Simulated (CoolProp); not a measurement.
20 sccm (0 °C, 1 atm) of nitrogen bubbles through liquid n-pentane at 283.8 K and leaves saturated at a total pressure of 0.134 MPa (ideal gas phase). Each further row changes one setting.

Computed with CoolProp (reference Helmholtz-energy equation of state, Thol 2019).

```csv
case,vapour pressure (kPa),mole fraction of vapour,delivery (mg/min),delivery (sccm),change of delivery for a bath 1 K warmer (%)
as stated,38.9,…,…,8.18,…
bath temperature 288.8 K,…,0.356,…,…,6.4
total pressure 0.268 MPa,38.9,0.145,10.9,…,5.0
```

Q: What belongs in the gaps?

A: 
- as stated, mole fraction of vapour: 0.290
- as stated, delivery (mg/min): 26.3
- as stated, change of delivery for a bath 1 K warmer (%): 6.1
- bath temperature 288.8 K, vapour pressure (kPa): 47.7
- bath temperature 288.8 K, delivery (mg/min): 35.6
- bath temperature 288.8 K, delivery (sccm): 11.0
- total pressure 0.268 MPa, delivery (sccm): 3.39
